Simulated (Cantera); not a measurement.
A closed system holds: 1 mol SiH2Cl2, 2.9 mol N2, at 7.50 Pa.

Method: chemical equilibrium by Gibbs-energy minimisation in Cantera with the NASA 1993 tables (ideal gas, pure condensed phases). Candidate condensed phases: NH4Cl, Si, Si3N4; 28 gas species. N2 is the only nitrogen source here; it is nearly inert below about 1500 K, so the nitride shown seldom forms there in practice. The tables' values for SiCl3 are old estimates; treat these amounts as uncertain. Rates play no part.

x: gas mole fraction; n: condensed amount in mol.

```
T (K)   x N2  x HCl    x H2  x SiCl4   x SiCl2   x SiCl3  x SiHCl3  n Si3N4(s)
-----  -----  -----  ------  -------  --------  --------  --------  ----------
773    0.568  0.289  0.0956   0.0478   6.51e-9   1.47e-6       [?]       0.267
823    0.565  0.300  0.0899   0.0449   9.27e-8   6.81e-6       [?]       0.271
873    0.563  0.309  0.0850   0.0425   9.69e-7   2.65e-5       [?]       0.274
923    0.562  0.317  0.0809   0.0403   7.82e-6   8.85e-5       [?]       0.277
973    0.560  0.324  0.0773   0.0384   5.07e-5  0.000260       [?]       0.279
1023   0.559  0.329  0.0743   0.0365  0.000271  0.000685       [?]       0.281
1073   0.558  0.333  0.0719   0.0341   0.00123   0.00162       [?]       0.282
1123   0.557  0.334  0.0706   0.0304   0.00471   0.00339       [?]       0.279
```

**Question.** Fill in the missing entries.

**Answer.** 
- 773, x SiHCl3: 9.96e-6
- 823, x SiHCl3: 1.63e-5
- 873, x SiHCl3: 2.50e-5
- 923, x SiHCl3: 3.67e-5
- 973, x SiHCl3: 5.15e-5
- 1023, x SiHCl3: 6.96e-5
- 1073, x SiHCl3: 9.01e-5
- 1123, x SiHCl3: 0.000110
